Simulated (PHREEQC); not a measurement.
Make-up at 81 °C: 0.016 mol/kgw Pb(NO3)2, 0.63 mol/kgw NaNO3 and 0.0022 mol/kgw Na2SO4. Closed to the air; pH follows from the charge balance.

Computed with PHREEQC (ion-association model, phreeqc.dat).

The pH is 5.21. The ionic strength is 0.661 mol/kgw. The activity of water comes out as 0.978 and the specific conductance is 131000 µS/cm. The density is 1.007 g/cm³.

```tsv
species	molality	activity	log γ
NO3-	0.651	0.362	-0.255
Na+	0.633	0.433	-0.165
PbNO3+	0.0106	0.00759	-0.143
Pb+2	0.00530	0.00142	-0.573
SO4-2	0.00122	0.000189	-0.810
NaSO4-	0.000850	0.000552	-0.187
PbSO4	0.000129	0.000150	0.066
```

This is a speciation only: nothing precipitates in the calculation. Examples of supersaturated solids here: Pb(OH)2, Anglesite. Others may be too. Away from 25 °C the constants follow the database's enthalpies or fits; those with neither stay at their 25 °C values.
